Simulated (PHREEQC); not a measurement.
0.1 g of hydrous ferric oxide (600 m²/g; 0.2 weak and 0.005 strong sites per Fe, Dzombak-Morel constants, diffuse double layer) in 1 kg of water with 0.3 mol/kgw of an inert sodium salt and 0.00049 mmol/kgw CuSO4, at 25 °C; the pH is set by adding NaOH or the inert anion's acid. O2 is buffered at 0.21 atm. No CO2 enters from the air. Precipitation was switched off in this run.

Base run: PHREEQC, ion-association model, wateq4f.dat. Each further column changes one thing. The table gives S sorbed (%).

```
pH  base  no electrostatic term (-no_edl)  background salt from 0.3 to 0.03 mol/kgw  oxide from 0.1 to 0.5 g/kgw  3.3e-05 mol/kgw NaH2PO4 added
--  ----  -------------------------------  ----------------------------------------  ---------------------------  -----------------------------
3   68.5                              0.0                                      99.8                         91.6                           48.7
4   65.6                              0.0                                      99.5                         90.6                           39.9
5   45.3                              0.0                                      96.7                         80.6                           20.0
6   10.8                              0.0                                      63.5                         37.6                            3.2
7    0.8                              0.0                                       4.8                          3.8                            0.2
8    0.0                              0.0                                       0.1                          0.2                            0.0
9    0.0                              0.0                                       0.0                          0.0                            0.0
```

The database's constant for dissolved Cu(OH)2 is higher than later reviews accept. The oxide is taken as insoluble; below pH 4 it would dissolve. H3PO4, which wateq4f.dat lacks, is added to it with the constant of phreeqc.dat. The database has no phosphate complexes of Cu.
